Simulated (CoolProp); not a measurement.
Model: reference Helmholtz-energy equation of state, Lemmon 2006, in CoolProp. It is a short technical equation, of lower accuracy than the large ones.

Question: For nitrous oxide, give the phase and the cp (kJ/(kg K)), speed of sound (m/s) at 342.6 K and 0.165 MPa; 247.8 K and 23.4 MPa.

Answer: 
- 342.6 K and 0.165 MPa: gas; cp 0.927, speed of sound 284
- 247.8 K and 23.4 MPa: liquid; cp 1.72, speed of sound 894
